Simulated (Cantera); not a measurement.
# Catalytic combustion on Pt

An isothermal plug-flow reactor at 950 K and 0.240 bar (inlet), inlet velocity 1.5 m/s, active area per volume 3000 1/m; feed 0.507 % H2, 5.07 % O2, 93.1 % N2, 1.30 % H2O, equivalence ratio 0.050.

Computed with Cantera and Deutschmann's 1995 Pt surface mechanism with GRI-Mech 3.0 gas chemistry. Catalytic surfaces can have several steady states; this one follows from the mechanism file's or the stated starting coverage. Mass transfer to the wall is taken as infinitely fast.

```tsv
z (m)	x H2	x O2	x H2O	θ free Pt	θ O*	θ OH*
3.7e-05	0.00228	0.0494	0.0158	0.276	0.723	0.00154
6.6e-05	0.00127	0.0489	0.0168	0.265	0.734	0.00155
0.00012	0.000448	0.0485	0.0176	0.257	0.742	0.00155
0.00021	8.13e-5	0.0483	0.0180	0.253	0.745	0.00155
0.00037	3.99e-6	0.0483	0.0181	0.253	0.746	0.00155
0.00066	1.71e-8	0.0483	0.0181	0.252	0.746	0.00155
0.0012	8.23e-11	0.0483	0.0181	0.252	0.746	0.00155
0.0021	8.16e-11	0.0483	0.0181	0.252	0.746	0.00155
0.0037	8.16e-11	0.0483	0.0181	0.252	0.746	0.00155
```
x: gas mole fraction; θ: surface coverage.
